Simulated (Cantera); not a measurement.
A Cantera script and what it prints.

```python
import numpy as np
import cantera as ct

gas_names = """
    AL ALN ALO ALO2 AL2 AL2O AL2O2 N NO NO2 NO3 N2 N2O O O2 O3 Si SiN SiO SiO2 Si2 Si2N Si3
""".split()
cond_names = """
    AL(cr) AL(L) ALN(s) AL2O3(a) AL2O3(L) AL2SiO5(an) AL6Si2O13(s) Si(cr) Si(L) SiO2(Lqz) SiO2(hqz)
    SiO2(L) Si2N2O(s) Si3N4(a)
""".split()


def load(file, names, dense=False):
    # The tables refer to 1 bar. Condensed volumes are neglected.
    table = {s.name: s for s in ct.Species.list_from_file(file)}
    out = []
    for n in names:
        d = dict(table[n].input_data)
        d["thermo"] = dict(d["thermo"], **{"reference-pressure": 1e5})
        if dense:
            d["equation-of-state"] = {"model": "constant-volume", "density": "1e6 g/cm^3"}
        out.append(ct.Species.from_dict(d))
    return out


gas = ct.Solution(thermo="ideal-gas", species=load("nasa_gas.yaml", gas_names))
cond = {s.name: ct.Solution(thermo="fixed-stoichiometry", species=[s], name=s.name)
        for s in load("nasa_condensed.yaml", cond_names, dense=True)}
atoms = {
    'SiO2': {'Si': 1, 'O': 2},
    'Al2O3': {'AL': 2, 'O': 3},
    'N2': {'N': 2},
}
top_T = {'ALN(s)': 2750, 'AL2SiO5(an)': 2000, 'AL6Si2O13(s)': 2100, 'Si2N2O(s)': 2100, 'Si3N4(a)': 2400}  # K; cautious upper limits of use, not melting points


def equilibrate(T, P, feed):
    n = {}
    for name, mol in feed.items():
        for a, k in atoms[name].items():
            n[a] = n.get(a, 0.0) + k * mol
    gas.TPX = T, P, n
    mass = sum(n.values()) * gas.mean_molecular_weight
    gas.equilibrate("TP")
    valid = [c for c in cond.values() if c.min_temp <= T <= top_T.get(c.name, c.max_temp)]
    mix = ct.Mixture([(gas, mass / gas.mean_molecular_weight)] + [(c, 0.0) for c in valid])
    mix.T, mix.P = T, P
    mix.equilibrate("TP", solver="vcs", rtol=1e-11, max_steps=5000)
    return mix


results = []
feed = {'SiO2': 1, 'Al2O3': 0.1, 'N2': 8.9}  # mol
T = 700  # K
P = 53000  # Pa
mix = equilibrate(T, P, feed)
results.append((T, P, feed, dict(zip(mix.species_names, mix.species_moles))))
x = sorted(zip(gas.X, gas.species_names), reverse=True)
print(f"T = {T:g} K  P = {P:g} Pa  gas = {mix.phase_moles(0):.4g} mol")
print("   x: " + "  ".join(f"{s} {v:.3e}" for v, s in x if v > 0.0001))
print("   condensed (mol): " + ("  ".join(f"{mix.phase(i).name} {mix.phase_moles(i):.4g}"
      for i in range(1, mix.n_phases) if mix.phase_moles(i) > 1e-12) or "none"))
```

Result:

```
T = 700 K  P = 53000 Pa  gas = 8.9 mol
   x: N2 1.000e+00
   condensed (mol): AL2SiO5(an) 0.1  SiO2(Lqz) 0.9
```

These are equilibrium values from Cantera (NASA tables, ideal gas, pure condensed phases), not measurements of a reactor. Condensed phases not in the tables: alloys, solid solutions and most ternary compounds.
